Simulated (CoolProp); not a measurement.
Nitrogen at several states: Z from the reference equation and from simpler models built on Tc = -147.0 °C, pc = 3.396 MPa, ω = 0.037; each cubic takes its own stable root.

Values from CoolProp's reference Helmholtz-energy equation of state, Span 2000.

| T (°C) | p (MPa) | phase | reference | van der Waals | Redlich-Kwong | Soave-Redlich-Kwong | Peng-Robinson |
|---|---|---|---|---|---|---|---|
| -85.25 | 3.49 | supercritical | … | … | 0.9022 | … | 0.8896 |
| 372.25 | 0.0869 | gas | 1.000 | 1.000 | 1.000 | 1.000 | 1.000 |
| 179.45 | 1.09 | gas | 1.004 | 1.001 | 1.002 | 1.005 | 1.003 |
| -195.75 | 0.0309 | gas | 0.9873 | 0.9916 | 0.9880 | 0.9883 | 0.9878 |
| -57.75 | 6.03 | supercritical | 0.9191 | … | 0.9106 | 0.9292 | 0.8999 |

**Question.** Fill in the missing entries.

**Answer.** 
- -85.25, reference: 0.9083
- -85.25, van der Waals: 0.8873
- -85.25, Soave-Redlich-Kwong: 0.9117
- -57.75, van der Waals: 0.8814
